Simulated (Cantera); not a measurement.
Charge: 1 mol HF, 0.61 mol O₂, 2.3 mol H₂, equilibrated at 3350 K and 120 bar.

Cantera equilibrium calculation (NASA polynomials, part measured and part estimated; ideal gas, pure solids and liquids). Candidate condensed phases: H₂O; 22 gas species. The ideal-gas law is rough above about 30 bar. The numbers say what is thermodynamically allowed, not how fast it happens.

Base state: H₂O 0.353, H₂ 0.317, HF 0.298, H 0.0213, OH 0.0100, O 0.000396, F 0.000218, O₂ 0.000171 (mole fractions); condensed: gas only.

What changes in the equilibrium state with this change: pressure from 120 bar to 68.0 bar?


```
species    before     after
-------  --------  --------
H₂O         0.353     0.347
H₂          0.317     0.314
HF          0.298     0.296
H          0.0213    0.0281
OH         0.0100    0.0131
H₂F₂      5.20e-5   2.92e-5
O        0.000396  0.000695
```

What changes in the equilibrium state with this change: temperature from 3350 K to 1675 K?


```csv
species,before,after
H₂O,0.353,0.370
H₂,0.317,0.327
HF,0.298,0.303
H,0.0213,6.06e-6
OH,0.0100,3.31e-7
O,0.000396,<1e-9
F,0.000218,<1e-9
O₂,0.000171,<1e-9
```
